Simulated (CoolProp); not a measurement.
Properties of benzene along the isotherm 159.65 °C (Tc = 288.9 °C, pc = 49.06 bar, ω = 0.211).

The numbers come from the reference Helmholtz-energy equation of state, Thol 2012 in CoolProp.

| p (bar) | phase | Joule-Thomson coefficient (K/MPa) | conductivity (mW/(m K)) |
|---|---|---|---|
| 37.7 | liquid | -0.1422 | 103 |
| 75.5 | liquid | -0.1788 | 106 |
| 113 | liquid | -0.2075 | 108 |
| 151 | liquid | -0.2310 | 111 |
| 189 | liquid | -0.2505 | 113 |
| 226 | liquid | -0.2665 | 115 |
| 264 | liquid | -0.2806 | 117 |
| 302 | liquid | -0.2928 | 119 |
| 340 | liquid | -0.3035 | 121 |
| 377 | liquid | -0.3126 | 123 |
| 415 | liquid | -0.3210 | 125 |
| 453 | liquid | -0.3285 | 126 |
| 491 | liquid | -0.3352 | 128 |

Thermal conductivity comes from a separate model (Assael 2012).
